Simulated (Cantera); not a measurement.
Pyrogenic steam for wet oxidation

A perfectly stirred reactor is fed with 21.6 % H2, 8.88 % O2, 69.5 % N2, at 82.5 Torr; it is held at 848 K, and followed from long to short residence time.

Model: the H2/O2 subset of GRI-Mech 3.0, which has no nitrogen chemistry, integrated in Cantera. Radical loss at walls, strong at low pressure, is not modelled. Below about 950 K walls govern HO2 and H2O2 in real vessels. The temperature is held fixed by assumption; the heat of reaction is taken as removed at once.

```csv
τ (s),x H2,x O2,x H2O,x O,x H,x H2O2
26,0.0429,0.000344,0.194,2.86e-7,0.000219,1.64e-10
12,0.0432,0.000509,0.194,6.14e-7,0.000321,2.16e-10
5.1,0.0437,0.000788,0.193,1.43e-6,0.000487,3.25e-10
2.2,0.0444,0.00122,0.192,3.25e-6,0.000729,5.53e-10
0.98,0.0455,0.00188,0.191,7.07e-6,0.00106,1.04e-9
0.43,0.0474,0.00296,0.188,1.53e-5,0.00153,2.19e-9
0.19,0.0507,0.00478,0.184,3.16e-5,0.00215,4.90e-9
0.084,0.0564,0.00791,0.177,6.14e-5,0.00292,1.10e-8
0.037,0.0662,0.0131,0.165,0.000111,0.00391,2.27e-8
0.016,0.0814,0.0212,0.147,0.000190,0.00530,4.11e-8
0.0071,0.101,0.0319,0.124,0.000298,0.00719,6.21e-8
```
x: mole fraction; the columns are a selection and need not sum to one.
